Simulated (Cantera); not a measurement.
# Adiabatic ignition

An adiabatic, constant-volume homogeneous reactor starts with CO : H2 : CH4 : O2 : N2 : CO2 = 1 : 0.061 : 0.044 : 1.15 : 4.31 : 1.6 (molar parts), equivalence ratio 0.54, at 1475 K and 3750 Torr.

Cantera simulation using GRI-Mech 3.0 (53 species, 325 reactions); the numbers are that mechanism's predictions, not measurements.

```csv
t (s),T (K),P (bar),x CO,x H2,x CH4,x C2H2,x NO
9.00e-6,1475,5.00,0.122,0.00744,0.00535,1.96e-12,2.18e-12
2.86e-5,1836,6.14,0.0912,0.000581,<1e-12,<1e-12,3.68e-6
9.11e-5,2368,7.65,0.0317,0.000272,<1e-12,<1e-12,0.000105
0.000290,2496,7.99,0.0165,0.000144,<1e-12,<1e-12,0.000492
0.000921,2500,8.00,0.0157,0.000138,<1e-12,<1e-12,0.00162
0.00293,2495,7.98,0.0155,0.000136,<1e-12,<1e-12,0.00455
0.00932,2487,7.96,0.0151,0.000134,<1e-12,<1e-12,0.00911
0.0297,2484,7.94,0.0150,0.000133,<1e-12,<1e-12,0.0108
0.0943,2484,7.94,0.0150,0.000133,<1e-12,<1e-12,0.0109
0.300,2484,7.94,0.0150,0.000133,<1e-12,<1e-12,0.0109
```
x: mole fraction; the columns are a selection and need not sum to one.

```yaml
time_of_steepest_temperature_rise: 20.3 µs
temperature at 0.300 s: 2484 K
equilibrium_temperature: 2484 K
x(CO) at 0.300 s: 0.0150 (gas-phase equilibrium 0.0150)
x(H2) at 0.300 s: 0.000133 (gas-phase equilibrium 0.000133)
x(CH4) at 0.300 s: <1e-12 (gas-phase equilibrium <1e-12)
```
